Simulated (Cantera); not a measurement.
Input: 1 mol FeS₂, 2.2 mol SO₃, 3.6 mol N₂, held at 1750 K and 13300 Pa.

These are equilibrium values from Cantera (NASA tables, ideal gas, pure condensed phases), not measurements of a reactor. Candidate condensed phases: Fe, FeO, FeS, FeSO₄, FeS₂, Fe₂O₃, Fe₂(SO₄)₃, Fe₃O₄, S; 19 gas species. The tables' stoichiometric FeO is somewhat more stable than real wüstite, so its field is too wide. FeO: taken at fixed stoichiometry. Rates play no part.

Base state: N₂ 0.505, SO₂ 0.382, S₂ 0.0909, SO 0.0193, S₂O 0.00295, S 0.000405 (mole fractions); condensed: FeO(l).

Task: What changes in the equilibrium state with this change: temperature from 1750 K to 1500 K?

Result: 
```json
[
 {"species": "N₂", "before": "0.505", "after": "0.507"},
 {"species": "SO₂", "before": "0.382", "after": "0.390"},
 {"species": "S₂", "before": "0.0909", "after": "0.0949"},
 {"species": "SO", "before": "0.0193", "after": "0.00493"},
 {"species": "S", "before": "0.000405", "after": "3.43e-5"},
 {"species": "S₂O", "before": "0.00295", "after": "0.00322"},
 {"species": "FeO(l), mol", "before": "1.000", "after": "0"},
 {"species": "FeO(s), mol", "before": "0", "after": "1.00"}
]
```

Task: What changes in the equilibrium state with this change: temperature from 1750 K to 1350 K?

Result: 
| species | before | after |
|---|---|---|
| N₂ | 0.505 | 0.512 |
| SO₂ | 0.382 | 0.416 |
| S₂ | 0.0909 | 0.0678 |
| SO | 0.0193 | 0.00159 |
| S | 0.000405 | 4.20e-6 |
| S₂O | 0.00295 | 0.00268 |
| FeO(l), mol | 1.000 | 0 |
| FeO(s), mol | 0 | 0.725 |
| FeS(s), mol | 0 | 0.275 |
Metal and sulfide melt together well below either melting point, which pure phases cannot show. Mutual solubility and eutectic melting of coexisting phases are not modelled. FeO, FeS: taken at fixed stoichiometry.
